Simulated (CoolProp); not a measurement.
Properties of fluorine along the isobar 6.31 MPa (Tc = 144.4 K, pc = 5.240 MPa, ω = 0.045).

Values from CoolProp's reference Helmholtz-energy equation of state, de Reuck 1990.

```tsv
T (K)	phase	density (kg/m³)	cv (kJ/(kg K))	Joule-Thomson coefficient (K/MPa)	expansivity (1/kK)
68.3	liquid	1624	0.8690	-0.3114	3.768
88.3	liquid	1496	0.8201	-0.2691	4.521
108.3	liquid	1349	0.7609	-0.1647	5.989
128.3	liquid	1160	0.7214	0.1264	9.917
148.3	supercritical	670.7	0.9124	3.119	154.8
168.3	supercritical	241.6	0.6618	5.078	17.17
188.3	supercritical	186.8	0.6269	4.145	10.06
208.4	supercritical	157.2	0.6113	3.399	7.415
228.4	supercritical	137.6	0.6041	2.824	6.002
248.4	supercritical	123.2	0.6022	2.377	5.109
268.4	supercritical	112.0	0.6037	2.027	4.486
```
